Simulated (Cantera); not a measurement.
Input (Python, Cantera):

```python
import numpy as np
import cantera as ct

gas = ct.Solution("h2o2.yaml")
gas.TPX = 425, 25000, {'H2': 1, 'O2': 0.549, 'N2': 1.65, 'H2O': 0.23}
flame = ct.FreeFlame(gas, width=0.11)
flame.set_refine_criteria(ratio=3, slope=0.08, curve=0.16)
flame.transport_model = "mixture-averaged"
flame.solve(loglevel=0, auto=True)
z, T = flame.grid, flame.T
thick = (T[-1] - T[0]) / np.gradient(T, z).max()
show = ['H2', 'O2', 'OH', 'HO2', 'H', 'H2O']
print(f"laminar burning velocity  {flame.velocity[0] * 100:.3f} cm/s")
print(f"burnt temperature         {T[-1]:.1f} K")
print(f"thermal thickness         {thick * 1e3:.4f} mm")
print(f"grid points               {len(z)}")
z0 = z[flame.heat_release_rate.argmax()]
print(f"{'z/mm':>9s}{'T/K':>9s}{'u/(m/s)':>9s}" + "".join(f"{s:>11s}" for s in show))
rows = []
for k in (-3, -2, -1.5, -1, -0.5, -0.25, 0, 0.25, 0.5, 1, 2, 4, 8):
    zz = z0 + k * thick
    rows.append([k * thick, np.interp(zz, z, T), np.interp(zz, z, flame.velocity),
                 *(np.interp(zz, z, flame.X[gas.species_index(s)]) for s in show)])
    print(f"{rows[-1][0] * 1e3:9.3f}{rows[-1][1]:9.1f}{rows[-1][2]:9.3f}" + "".join(f"{x:11.3e}" for x in rows[-1][3:]))
```

Output:

```
laminar burning velocity  379.394 cm/s
burnt temperature         2355.6 K
thermal thickness         2.2069 mm
grid points               125
     z/mm      T/K  u/(m/s)         H2         O2         OH        HO2          H        H2O
   -6.621    425.0    3.794  2.916e-01  1.601e-01  1.614e-17  1.829e-14  1.454e-17  6.707e-02
   -4.414    425.0    3.794  2.916e-01  1.601e-01  9.021e-16  1.219e-12  8.163e-16  6.707e-02
   -3.310    425.0    3.794  2.916e-01  1.601e-01  4.821e-14  9.743e-11  5.303e-14  6.708e-02
   -2.207    425.0    3.794  2.916e-01  1.601e-01  6.180e-12  1.781e-08  5.516e-11  6.708e-02
   -1.103    429.0    3.819  2.894e-01  1.605e-01  4.146e-06  5.521e-05  7.123e-06  6.739e-02
   -0.552    621.9    5.409  2.601e-01  1.577e-01  8.123e-04  1.558e-04  3.586e-03  8.351e-02
    0.000   1088.0    9.120  1.531e-01  1.208e-01  2.656e-03  4.690e-05  3.651e-02  1.718e-01
    0.552   1397.3   11.571  6.088e-02  6.028e-02  9.051e-03  1.864e-05  6.096e-02  2.782e-01
    1.103   1538.2   12.651  4.600e-02  4.597e-02  1.267e-02  1.222e-05  5.646e-02  3.030e-01
    2.207   1689.2   13.759  4.433e-02  4.097e-02  1.582e-02  8.905e-06  4.422e-02  3.147e-01
    4.414   1846.8   14.873  4.183e-02  3.672e-02  1.825e-02  6.370e-06  3.175e-02  3.276e-01
    8.828   1999.7   15.915  3.694e-02  3.243e-02  1.938e-02  4.395e-06  2.097e-02  3.426e-01
   17.655   2139.9   16.839  3.018e-02  2.831e-02  1.893e-02  3.057e-06  1.257e-02  3.587e-01
```

Cantera simulation using the H2/O2 subset of GRI-Mech 3.0, which has no nitrogen chemistry; the numbers are that mechanism's predictions, not measurements. Burning velocities carry a grid error of a few per cent, more on coarse grids.
